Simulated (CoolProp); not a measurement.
The numbers come from the reference Helmholtz-energy equation of state, Lemmon 2006 in CoolProp. It is a short technical equation, of lower accuracy than the large ones.

Problem. For carbonyl sulfide, give the phase and the cp (kJ/(kg K)), speed of sound (m/s) at 109.95 °C and 0.101 MPa.

Solution. 
- 109.95 °C and 0.101 MPa: gas; cp 0.757, speed of sound 254
